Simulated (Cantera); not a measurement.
Source: NASA polynomial tables (part measured, part estimated), evaluated in Cantera. Values are per mole of reaction as written; species without (g) are pure solids or liquids, kept so even where they would boil at 1 bar.

a) 1.333 B + O2(g) ⇌ 0.6667 B2O3(g)
b) 4 Li + O2(g) ⇌ 2 Li2O
c) Nb + O2(g) ⇌ NbO2
d) 2 Si + O2(g) ⇌ 2 SiO(g)
e) C + O2(g) ⇌ CO2(g)
f) 1.143 Ti + O2(g) ⇌ 0.2857 Ti4O7
g) 4 Al + O2(g) ⇌ 2 Al2O(g)

**Question.** Order these by ΔG° at 1200 K, most negative first.

**Answer.** b (-877 kJ), f (-760 kJ), c (-580 kJ), a (-527 kJ), g (-481 kJ), d (-407 kJ), e (-396 kJ)
